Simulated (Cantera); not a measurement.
Cantera with NASA thermochemical tables; ideal gases at 1 bar, condensed phases pure. Values are per mole of reaction as written; species without (g) are pure solids or liquids, kept so even where they would boil at 1 bar.

MgI₂ + H₂(g) → 2 HI(g) + Mg(g)

```
T (K)  ΔH° (kJ)  ΔS° (J/K)  ΔG° (kJ)  log10 K  condensed phases
-----  --------  ---------  --------  -------  ----------------
723       554.3      275.8     354.9   -25.64           MgI₂(s)
798           …          …         …        …           MgI₂(s)
873       549.6      269.9     313.9   -18.78           MgI₂(s)
948       517.4      234.4     295.1   -16.26           MgI₂(l)
1023          …          …         …        …           MgI₂(l)
1098          …          …         …        …           MgI₂(l)
1173      507.7      225.2     243.5   -10.84           MgI₂(l)
```

Task: Fill in the missing entries.

Result: 
- 798, ΔH° (kJ): 551.9
- 798, ΔS° (J/K): 272.7
- 798, ΔG° (kJ): 334.3
- 798, log10 K: -21.88
- 1023, ΔH° (kJ): 514.1
- 1023, ΔS° (J/K): 231.1
- 1023, ΔG° (kJ): 277.7
- 1023, log10 K: -14.18
- 1098, ΔH° (kJ): 510.9
- 1098, ΔS° (J/K): 228.1
- 1098, ΔG° (kJ): 260.5
- 1098, log10 K: -12.39
